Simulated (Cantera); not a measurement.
Cantera run, input and output.

```python
import numpy as np
import cantera as ct

gas = ct.Solution("gri30.yaml")
gas.TPX = 2200, 2500000, {'CH4': 1, 'CO2': 0.39}
reactor = ct.IdealGasConstPressureReactor(gas, energy="off", clone=False)
net = ct.ReactorNet([reactor])
net.rtol, net.atol = 1e-08, 1e-18
show = ['CH4', 'CO2', 'H2', 'CH3', 'C2H6', 'OH', 'HCO']
times = np.geomspace(2e-05, 9, 15)

steps = ct.SolutionArray(gas, extra=["t"])
rows = []
print(f"{'t/s':>10s}{'T/K':>9s}{'P/Pa':>11s}" + "".join(f"{s:>11s}" for s in show))
for t in times:
    while net.time < t:
        t_next = net.step()
        steps.append(gas.state, t=t_next)
    rows.append([np.interp(t, steps.t, y) for y in (steps.T, steps.P, *steps(*show).X.T)])
    print(f"{t:10.3e}{rows[-1][0]:9.1f}{rows[-1][1]:11.4g}" + "".join(f"{x:11.3e}" for x in rows[-1][2:]))
rate = np.gradient(steps.T, steps.t)
print("integrator steps:", len(steps.t))
if steps.T.max() > steps.T[0] + 200:
    print(f"time of steepest temperature rise: {steps.t[rate.argmax()]:.4e} s")
gas.TPX = 2200, 2500000, {'CH4': 1, 'CO2': 0.39}
gas.equilibrate("TP")
print(f"equilibrium (TP): T = {gas.T:.1f} K  " + "  ".join(f"{s} {gas[s].X[0]:.3e}" for s in show))
```

It prints:

```
       t/s      T/K       P/Pa        CH4        CO2         H2        CH3       C2H6         OH        HCO
 2.000e-05   2200.0    2.5e+06  9.389e-02  8.168e-02  4.510e-01  2.845e-03  2.606e-04  2.300e-05  6.941e-07
 5.068e-05   2200.0    2.5e+06  4.555e-02  2.455e-02  4.573e-01  1.442e-03  6.894e-05  2.946e-05  8.419e-07
 1.284e-04   2200.0    2.5e+06  2.924e-02  8.843e-03  4.842e-01  9.197e-04  3.058e-05  2.491e-05  9.803e-07
 3.254e-04   2200.0    2.5e+06  2.484e-02  5.827e-03  5.240e-01  7.481e-04  2.178e-05  1.504e-05  1.145e-06
 8.246e-04   2200.0    2.5e+06  2.129e-02  2.564e-03  5.630e-01  6.152e-04  1.600e-05  5.975e-06  1.327e-06
 2.089e-03   2200.0    2.5e+06  1.898e-02  4.574e-04  5.860e-01  5.362e-04  1.296e-05  1.011e-06  1.442e-06
 5.295e-03   2200.0    2.5e+06  1.849e-02  1.071e-05  5.907e-01  5.198e-04  1.237e-05  2.357e-08  1.466e-06
 1.342e-02   2200.0    2.5e+06  1.848e-02  2.685e-06  5.908e-01  5.195e-04  1.236e-05  6.004e-09  1.467e-06
 3.400e-02   2200.0    2.5e+06  1.848e-02  2.685e-06  5.908e-01  5.195e-04  1.236e-05  6.004e-09  1.467e-06
 8.615e-02   2200.0    2.5e+06  1.848e-02  2.685e-06  5.908e-01  5.195e-04  1.236e-05  6.004e-09  1.467e-06
 2.183e-01   2200.0    2.5e+06  1.848e-02  2.685e-06  5.908e-01  5.195e-04  1.236e-05  6.004e-09  1.467e-06
 5.531e-01   2200.0    2.5e+06  1.848e-02  2.685e-06  5.908e-01  5.195e-04  1.236e-05  6.004e-09  1.467e-06
 1.402e+00   2200.0    2.5e+06  1.848e-02  2.685e-06  5.908e-01  5.195e-04  1.236e-05  6.004e-09  1.467e-06
 3.552e+00   2200.0    2.5e+06  1.848e-02  2.685e-06  5.908e-01  5.195e-04  1.236e-05  6.004e-09  1.467e-06
 9.000e+00   2200.0    2.5e+06  1.848e-02  2.685e-06  5.908e-01  5.195e-04  1.236e-05  6.004e-09  1.467e-06
integrator steps: 1602
equilibrium (TP): T = 2200.0 K  CH4 1.848e-02  CO2 2.714e-06  H2 5.908e-01  CH3 5.195e-04  C2H6 1.236e-05  OH 6.069e-09  HCO 1.467e-06
```

Cantera simulation using GRI-Mech 3.0 (53 species, 325 reactions); the numbers are that mechanism's predictions, not measurements. GRI-Mech 3.0 stops at C3 and has no aromatics, soot or wall deposition, so with more carbon than oxygen in the feed, carbon stays in small species such as C2H2 where larger ones or solid carbon would form. The pressure lies above the range GRI-Mech 3.0 was tuned for (to about 10 atm).
